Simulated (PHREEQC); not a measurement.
## Brine: an equilibrium model

Solution (75 °C): 150 mmol/kgw HCl, 0.18 mmol/kgw Na2SO4 and 0.96 mmol/kgw KBr. Closed to the air; pH follows from the charge balance.

The numbers come from PHREEQC with the ion-association model, phreeqc.dat.

Each row changes one thing in this solution. Precipitation was switched off in this run.

| case | pH | HSO4- (mol/kgw) | SO4-2 (mol/kgw) | NaSO4- (mol/kgw) | SI of Halite (NaCl) |
|---|---|---|---|---|---|
| as made | 0.93 | 0.000170 | 1.05e-5 | 7.16e-9 | -6.15 |
| temperature from 75 to 10 °C | 0.92 | 0.000142 | 3.77e-5 | 2.04e-8 | -6.07 |
| KBr replaced by NH4Br at the same molality | 0.93 | 0.000170 | 1.05e-5 | 7.16e-9 | -6.15 |
| HCl from 0.15 to 0.225 mol/kgw | 0.76 | 0.000172 | 8.23e-6 | 4.84e-9 | -6.01 |
| Na2SO4 from 0.00018 to 0.000162 mol/kgw | 0.93 | … | 9.41e-6 | 5.80e-9 | … |
| diluted 2-fold with water | 1.21 | 8.20e-5 | … | 3.52e-9 | -6.70 |

**Question.** What belongs in the gaps?

**Answer.** 
- Na2SO4 from 0.00018 to 0.000162 mol/kgw, HSO4- (mol/kgw): 0.000152
- Na2SO4 from 0.00018 to 0.000162 mol/kgw, SI of Halite (NaCl): -6.19
- diluted 2-fold with water, SO4-2 (mol/kgw): 8.00e-6

Constants without temperature data keep their 25 °C values here.
